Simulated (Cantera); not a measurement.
Input (Python, Cantera):

```python
import numpy as np
import cantera as ct

gas = ct.Solution("SiF4_NH3_mec.yaml", "gas")
gas.TPX = 2100, 29000, {'NH3': 1, 'N2': 0.036}
reactor = ct.IdealGasConstPressureReactor(gas, energy="off", clone=False)
net = ct.ReactorNet([reactor])
net.rtol, net.atol = 1e-08, 1e-18
show = ['NH3', 'N2', 'N', 'NH2', 'H2', 'NH', 'N2H4']
times = np.geomspace(7e-05, 200, 15)

steps = ct.SolutionArray(gas, extra=["t"])
rows = []
print(f"{'t/s':>10s}{'T/K':>9s}{'P/Pa':>11s}" + "".join(f"{s:>11s}" for s in show))
for t in times:
    while net.time < t:
        t_next = net.step()
        steps.append(gas.state, t=t_next)
    rows.append([np.interp(t, steps.t, y) for y in (steps.T, steps.P, *steps(*show).X.T)])
    print(f"{t:10.3e}{rows[-1][0]:9.1f}{rows[-1][1]:11.4g}" + "".join(f"{x:11.3e}" for x in rows[-1][2:]))
rate = np.gradient(steps.T, steps.t)
print("integrator steps:", len(steps.t))
if steps.T.max() > steps.T[0] + 200:
    print(f"time of steepest temperature rise: {steps.t[rate.argmax()]:.4e} s")
gas.TPX = 2100, 29000, {'NH3': 1, 'N2': 0.036}
gas.equilibrate("TP")
print(f"equilibrium (TP): T = {gas.T:.1f} K  " + "  ".join(f"{s} {gas[s].X[0]:.3e}" for s in show))
```

Output:

```
       t/s      T/K       P/Pa        NH3         N2          N        NH2         H2         NH       N2H4
 7.000e-05   2100.0    2.9e+04  9.635e-01  3.475e-02  8.891e-09  1.105e-03  6.556e-04  5.258e-06  7.540e-08
 2.024e-04   2100.0    2.9e+04  9.595e-01  3.526e-02  4.191e-08  2.173e-03  2.976e-03  1.507e-05  2.926e-07
 5.853e-04   2100.0    2.9e+04  9.469e-01  3.818e-02  1.297e-07  2.334e-03  1.251e-02  1.874e-05  3.377e-07
 1.692e-03   2100.0    2.9e+04  9.114e-01  4.664e-02  3.522e-07  2.171e-03  3.969e-02  2.164e-05  2.922e-07
 4.894e-03   2100.0    2.9e+04  8.190e-01  6.861e-02  7.914e-07  1.892e-03  1.103e-01  2.536e-05  2.220e-07
 1.415e-02   2100.0    2.9e+04  6.166e-01  1.167e-01  1.291e-06  1.486e-03  2.650e-01  2.701e-05  1.369e-07
 4.092e-02   2100.0    2.9e+04  3.100e-01  1.894e-01  1.657e-06  9.198e-04  4.991e-01  2.376e-05  5.245e-08
 1.183e-01   2100.0    2.9e+04  6.494e-02  2.476e-01  1.869e-06  3.227e-04  6.860e-01  1.491e-05  6.449e-09
 3.421e-01   2100.0    2.9e+04  9.125e-04  2.625e-01  1.343e-06  1.655e-05  7.322e-01  2.865e-06  1.688e-11
 9.893e-01   2100.0    2.9e+04  5.833e-05  2.626e-01  1.234e-07  1.193e-06  7.324e-01  2.333e-07  8.764e-14
 2.861e+00   2100.0    2.9e+04  1.542e-05  2.626e-01  3.267e-08  3.155e-07  7.324e-01  6.171e-08  6.127e-15
 8.272e+00   2100.0    2.9e+04  5.077e-06  2.626e-01  1.076e-08  1.039e-07  7.324e-01  2.033e-08  6.651e-16
 2.392e+01   2100.0    2.9e+04  2.136e-06  2.626e-01  4.529e-09  4.373e-08  7.324e-01  8.554e-09  1.182e-16
 6.917e+01   2100.0    2.9e+04  1.606e-06  2.626e-01  3.405e-09  3.287e-08  7.324e-01  6.431e-09  6.708e-17
 2.000e+02   2100.0    2.9e+04  1.595e-06  2.626e-01  3.380e-09  3.264e-08  7.324e-01  6.385e-09  6.613e-17
integrator steps: 1861
equilibrium (TP): T = 2100.0 K  NH3 1.595e-06  N2 2.626e-01  N 3.380e-09  NH2 3.264e-08  H2 7.324e-01  NH 6.385e-09  N2H4 6.613e-17
```

Model: the gas-phase N/H chemistry of the illustrative SiF4/NH3 mechanism in the Surface Chemkin manual (1991), integrated in Cantera. Walls and surfaces, which speed up NH3 decomposition in real reactors, are not modelled.
